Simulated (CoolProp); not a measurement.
Vapour-liquid equilibrium of acetone (1) + cyclohexane (2) at 196.95 °C; x and y are mole fractions of (1).

The numbers come from the multi-fluid Helmholtz-energy mixture model, Lemmon 2006 and Zhou 2014; pair parameters Bell 2016 in CoolProp.

| x | bubble pressure (MPa) | y at the bubble point | dew pressure at overall composition x (MPa) | liquid density (mol/L) |
|---|---|---|---|---|
| 0.05 | 1.487 | 0.143 | 1.348 | 6.936 |
| 0.15 | 1.803 | 0.313 | 1.498 | 6.991 |
| 0.25 | 2.033 | 0.417 | 1.676 | 7.056 |
| 0.35 | 2.211 | 0.496 | 1.883 | 7.140 |
| 0.45 | 2.352 | 0.564 | 2.108 | 7.254 |
| 0.55 | 2.467 | 0.630 | 2.324 | 7.412 |
| 0.65 | 2.557 | 0.698 | 2.496 | 7.630 |
| 0.75 | 2.619 | 0.772 | 2.604 | 7.921 |
| 0.85 | 2.650 | 0.854 | 2.650 | 8.294 |
| 0.95 | 2.645 | 0.947 | 2.644 | 8.752 |

y crosses x between x = 0.85 and 0.95: the model has an azeotrope there.

The pair parameters rest on a limited set of measurements; away from them the model extrapolates.
